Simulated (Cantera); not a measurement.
**Catalytic combustion on Pt**

An isothermal plug-flow reactor at 575 K and 100000 Pa (inlet), inlet velocity 0.46 m/s, active area per volume 5600 1/m; feed 2.13 % CO, 11.2 % O₂, 80.2 % N₂, 6.50 % H₂O, equivalence ratio 0.095.

Model: Deutschmann's 1995 Pt surface mechanism with GRI-Mech 3.0 gas chemistry, integrated in Cantera. Catalytic surfaces can have several steady states; this one follows from the mechanism file's or the stated starting coverage. Mass transfer to the wall is taken as infinitely fast.

| z (m) | x CO | x O₂ | x H₂O | x CO₂ | θ free Pt | θ O* | θ CO* |
|---|---|---|---|---|---|---|---|
| 0.00012 | 0.0213 | 0.112 | 0.0650 | 3.72e-5 | 0.00355 | 0.00688 | 0.989 |
| 0.00021 | 0.0213 | 0.112 | 0.0650 | 6.52e-5 | 0.00356 | 0.00689 | 0.989 |
| 0.00038 | 0.0212 | 0.112 | 0.0650 | 0.000118 | 0.00356 | 0.00691 | 0.989 |
| 0.00068 | 0.0211 | 0.112 | 0.0650 | 0.000212 | 0.00357 | 0.00695 | 0.989 |
| 0.0012 | 0.0209 | 0.112 | 0.0650 | 0.000376 | 0.00359 | 0.00703 | 0.989 |
| 0.0021 | 0.0207 | 0.111 | 0.0650 | 0.000665 | 0.00363 | 0.00716 | 0.988 |
| 0.0038 | 0.0201 | 0.111 | 0.0650 | 0.00123 | 0.00370 | 0.00744 | 0.988 |
| 0.0068 | 0.0191 | 0.111 | 0.0650 | 0.00227 | 0.00386 | 0.00803 | 0.987 |
| 0.012 | 0.0170 | 0.110 | 0.0651 | 0.00432 | 0.00421 | 0.00953 | 0.985 |
x: gas mole fraction; θ: surface coverage.
